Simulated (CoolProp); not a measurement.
Values from CoolProp's reference Helmholtz-energy equation of state, Bücker 2006.

Task: For isobutane, give the phase and the cp (kJ/(kg K)), isothermal compressibility (1/MPa), expansivity (1/kK) at -100.95 °C and 20000 kPa; -10.05 °C and 20000 kPa.

Result: 
- -100.95 °C and 20000 kPa: liquid; cp 1.85, isothermal compressibility 0.000740, expansivity 1.26
- -10.05 °C and 20000 kPa: liquid; cp 2.16, isothermal compressibility 0.00160, expansivity 1.48
